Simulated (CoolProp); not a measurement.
The fluid at 231.72 K and 0.0558 MPa is throttled through a valve to 0.0285 MPa with no heat exchange. The same conditions are run with several fluids, on thermodynamics alone (safety and materials aside).

Computed with CoolProp (reference Helmholtz-energy equation of state of each fluid (CH2F2 (R32): Tillner-Roth 1997; ethylene: Smukala 2000; nitrous oxide: Lemmon 2006; sulfur hexafluoride: Guder 2009; CH3F (R41): Lemmon 2006)).

```
fluid                temperature change (K)  final density (kg/m³)
-------------------  ----------------------  ---------------------
CH2F2 (R32)                            -1.9                  0.783
ethylene                               -0.5                  0.417
nitrous oxide                          -0.5                  0.655
sulfur hexafluoride                    -0.5                   2.18
CH3F (R41)                             -1.1                  0.509
```
